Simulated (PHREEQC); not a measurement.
1 kg of water holding 0.039 mol Na2CO3, 0.37 mol NaOH and 0.22 mol NaCl is evaporated at 30 °C; the solids stay in contact with the brine. CO2 is held at log p = -3.4 (atm). Only these solids could form: Halite, Nahcolite, Natron, Trona.

Equilibrium calculation in PHREEQC: Pitzer model, pitzer.dat.

```json
[
 {"water left (kg)": "1.003", "ionic strength": "0.847", "water activity": "0.983", "Trona (mol)": "0", "Halite (mol)": "0", "Cl in solution (mol/kgw)": "0.219"},
 {"water left (kg)": "0.8245", "ionic strength": "1.03", "water activity": "0.980", "Trona (mol)": "0", "Halite (mol)": "0", "Cl in solution (mol/kgw)": "0.267"},
 {"water left (kg)": "0.6782", "ionic strength": "1.26", "water activity": "0.976", "Trona (mol)": "0", "Halite (mol)": "0", "Cl in solution (mol/kgw)": "0.324"},
 {"water left (kg)": "0.558", "ionic strength": "1.54", "water activity": "0.971", "Trona (mol)": "0", "Halite (mol)": "0", "Cl in solution (mol/kgw)": "0.394"},
 {"water left (kg)": "0.4591", "ionic strength": "1.88", "water activity": "0.965", "Trona (mol)": "0", "Halite (mol)": "0", "Cl in solution (mol/kgw)": "0.479"},
 {"water left (kg)": "0.3779", "ionic strength": "2.29", "water activity": "0.958", "Trona (mol)": "0", "Halite (mol)": "0", "Cl in solution (mol/kgw)": "0.582"},
 {"water left (kg)": "0.3111", "ionic strength": "2.79", "water activity": "0.949", "Trona (mol)": "0", "Halite (mol)": "0", "Cl in solution (mol/kgw)": "0.707"},
 {"water left (kg)": "0.2563", "ionic strength": "3.39", "water activity": "0.938", "Trona (mol)": "0", "Halite (mol)": "0", "Cl in solution (mol/kgw)": "0.858"},
 {"water left (kg)": "0.2112", "ionic strength": "4.13", "water activity": "0.924", "Trona (mol)": "0", "Halite (mol)": "0", "Cl in solution (mol/kgw)": "1.04"},
 {"water left (kg)": "0.1437", "ionic strength": "6.09", "water activity": "0.882", "Trona (mol)": "0", "Halite (mol)": "0", "Cl in solution (mol/kgw)": "1.53"},
 {"water left (kg)": "0.1185", "ionic strength": "7.23", "water activity": "0.854", "Trona (mol)": "0.00421", "Halite (mol)": "0", "Cl in solution (mol/kgw)": "1.86"},
 {"water left (kg)": "0.09615", "ionic strength": "7.09", "water activity": "0.844", "Trona (mol)": "0.0442", "Halite (mol)": "0", "Cl in solution (mol/kgw)": "2.29"},
 {"water left (kg)": "0.07786", "ionic strength": "6.97", "water activity": "0.830", "Trona (mol)": "0.0758", "Halite (mol)": "0", "Cl in solution (mol/kgw)": "2.83"},
 {"water left (kg)": "0.0629", "ionic strength": "6.92", "water activity": "0.812", "Trona (mol)": "0.100", "Halite (mol)": "0", "Cl in solution (mol/kgw)": "3.50"},
 {"water left (kg)": "0.05068", "ionic strength": "7.00", "water activity": "0.786", "Trona (mol)": "0.119", "Halite (mol)": "0", "Cl in solution (mol/kgw)": "4.34"},
 {"water left (kg)": "0.04071", "ionic strength": "7.30", "water activity": "0.749", "Trona (mol)": "0.132", "Halite (mol)": "0", "Cl in solution (mol/kgw)": "5.40"},
 {"water left (kg)": "0.03282", "ionic strength": "7.36", "water activity": "0.743", "Trona (mol)": "0.136", "Halite (mol)": "0.0372", "Cl in solution (mol/kgw)": "5.57"}
]
```

Trona from water left = 0.1185 kg (pH 10.05); Halite from water left = 0.03282 kg (pH 9.71).
